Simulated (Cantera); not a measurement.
# B2O3 + BCl3 + N2 (oxide etching and cleaning by halides)

Feed: 1 mol B2O3, 0.75 mol BCl3, 1.4 mol N2, equilibrated at 1525 K and 10000 Pa.

Cantera equilibrium calculation (NASA polynomials, part measured and part estimated; ideal gas, pure solids and liquids). Candidate condensed phases: B, BN, B2O3; 25 gas species. The tables' values for BOCl, BCl2 are old estimates; treat these amounts as uncertain. Kinetics and transport are ignored.

The x(N2) is 0.645. The x(BCl3) is 0.253, the x(B3O3Cl3) is 0.0887 and the x(BOCl) comes out as 0.0125. The x(Cl) is 0.000525, the x(B2O3) comes out as 0.000359 and the x(BCl2) comes out as 0.000194. The x(B2O2) is 8.29e-6. The x(Cl2) comes out as 5.79e-6 and the n(B2O3(l)) is 0.798 mol. The gas amount is 2.170 mol and the log10 activity of B(s) (absent) is -3.39.
